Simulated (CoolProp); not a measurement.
C2F6 (R116) at several states: fugacity coefficient from the reference equation and from simpler models built on Tc = 293.0 K, pc = 3.048 MPa, ω = 0.257; each cubic takes its own stable root.

Model: reference Helmholtz-energy equation of state, Lemmon 2006, in CoolProp. It is a short technical equation, of lower accuracy than the large ones.

| T (K) | p (MPa) | phase | reference | Soave-Redlich-Kwong | Peng-Robinson |
|---|---|---|---|---|---|
| 407.5 | 1.14 | gas | 0.9638 | [?] | 0.9563 |
| 272.7 | 0.0154 | gas | 0.9979 | 0.9978 | 0.9976 |
| 422.7 | 0.0527 | gas | 0.9985 | 0.9986 | 0.9982 |
| 242.8 | 15.2 | liquid | [?] | 0.08759 | [?] |

Task: What belongs in the gaps?

Result: 
- 407.5, Soave-Redlich-Kwong: 0.9654
- 242.8, reference: 0.08371
- 242.8, Peng-Robinson: 0.07901
